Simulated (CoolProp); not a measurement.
Vapour-liquid equilibrium of R134a (1) + R1234ze(E) (2) at 251.8 K; x and y are mole fractions of (1).

Model: multi-fluid Helmholtz-energy mixture model, Tillner-Roth 1994 and Thol 2016; pair parameters Bell 2022, in CoolProp.

| x | bubble pressure (kPa) | y at the bubble point | dew pressure at overall composition x (kPa) | liquid density (mol/L) |
|---|---|---|---|---|
| 0.05 | 94.44 | 0.080 | 93.24 | 11.48 |
| 0.125 | 98.68 | 0.185 | 96.26 | 11.61 |
| 0.2 | 102.4 | 0.276 | 99.31 | 11.74 |
| 0.275 | 105.7 | 0.358 | 102.4 | 11.88 |
| 0.35 | 108.7 | 0.433 | 105.4 | 12.01 |
| 0.425 | 111.3 | 0.504 | 108.4 | 12.16 |
| 0.5 | 113.7 | 0.571 | 111.2 | 12.30 |
| 0.575 | 115.9 | 0.636 | 113.9 | 12.45 |
| 0.65 | 117.9 | 0.701 | 116.4 | 12.60 |
| 0.725 | 119.7 | 0.764 | 118.6 | 12.75 |
| 0.8 | 121.4 | 0.828 | 120.7 | 12.91 |
| 0.875 | 122.9 | 0.892 | 122.5 | 13.07 |
| 0.95 | 124.3 | 0.956 | 124.2 | 13.24 |

No azeotrope shows between x = 0.05 and 0.95.

The pair parameters rest on a limited set of measurements; away from them the model extrapolates.
